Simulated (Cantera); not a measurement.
Charge: 1 mol Al2O3, 0.0041 mol C, 2.2 mol N2, equilibrated at 3.90e-5 bar.

Method: chemical equilibrium by Gibbs-energy minimisation in Cantera with the NASA 1993 tables (ideal gas, pure condensed phases). Candidate condensed phases: Al, AlN, Al2O3, C; 32 gas species. Kinetics and transport are ignored.

### Question
At 2202 °C, list the 7 most abundant gas species with their mole fractions, and the condensed phases.

### Answer
N2 0.564, O 0.218, Al 0.122, AlO 0.0628, Al2O 0.0153, O2 0.0113, NO 0.00432. Condensed: Al2O3(l).
